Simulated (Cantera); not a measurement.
Input: 1 mol CO2, 0.017 mol SO2, 0.076 mol O2, at 2002 °C and 0.218 Torr.

These are equilibrium values from Cantera (NASA tables, ideal gas, pure condensed phases), not measurements of a reactor. Candidate condensed phases: C, S; 22 gas species. Rates play no part.

Base state: CO 0.390, CO2 0.294, O2 0.193, O 0.111, SO2 0.00981, SO 0.00174, S 8.71e-5 (mole fractions); condensed: gas only.

Q: What changes in the equilibrium state with this change: SO2 from 0.017 to 0.084 mol?

A: 
```
species   before     after
-------  -------  --------
CO         0.390     0.373
CO2        0.294     0.277
O2         0.193     0.186
SO2      0.00981    0.0459
O          0.111     0.109
S        8.71e-5  0.000422
SO       0.00174   0.00829
```

Q: What changes in the equilibrium state with this change: temperature from 2002 °C to 1650 °C?

A: 
| species | before | after |
|---|---|---|
| CO2 | 0.294 | 0.776 |
| O2 | 0.193 | 0.109 |
| CO | 0.390 | 0.0933 |
| O | 0.111 | 0.00702 |
| SO2 | 0.00981 | 0.0146 |
| S | 8.71e-5 | 8.44e-7 |
| SO | 0.00174 | 0.000186 |
